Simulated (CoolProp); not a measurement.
Saturation properties of ethylene.

Model: reference Helmholtz-energy equation of state, Smukala 2000, in CoolProp.

```
T (K)  p (MPa)  vapour density (kg/m³)
-----  -------  ----------------------
173.1   0.1255                   2.545
177.5   0.1596                   3.179
181.9   0.2003                   3.926
186.3   0.2485                   4.801
190.6   0.3036                   5.791
195     0.3690                   6.958
199.4   0.4444                   8.297
203.8   0.5306                   9.826
208.1   0.6263                   11.52
212.5   0.7366                   13.49
216.9   0.8606                   15.71
221.3   0.9991                   18.23
225.6    1.149                   20.99
```

It boils at 169.4 K under 1 atm.
